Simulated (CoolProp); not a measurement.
The fluid at 337.91 K and 0.355 MPa (stagnation) flows isentropically through a choked orifice. The same conditions are run with several fluids, on thermodynamics alone (safety and materials aside).

Model: reference Helmholtz-energy equation of state of each fluid (propyne: Polt 1992; carbon dioxide: Span 1996; R227EA: Lemmon 2016; carbon monoxide: Lemmon 2006; R407C: Lemmon 2003), in CoolProp. The equations of Platzer and Polt are older, rougher fits. Blends and air are pseudo-pure fits.

Rank propyne, carbon dioxide, R227EA, carbon monoxide, R407C by throat to inlet pressure ratio, highest first.

R227EA (0.600), R407C (0.582), propyne (0.577), carbon dioxide (0.548), carbon monoxide (0.528)

| fluid | mass flux (kg/(m² s)) | throat temperature (K) |
|---|---|---|
| propyne | 868 | 313.7 |
| carbon dioxide | 938 | 295.8 |
| R227EA | 1740 | 327.1 |
| carbon monoxide | 768 | 281.5 |
| R407C | 1260 | 317.3 |
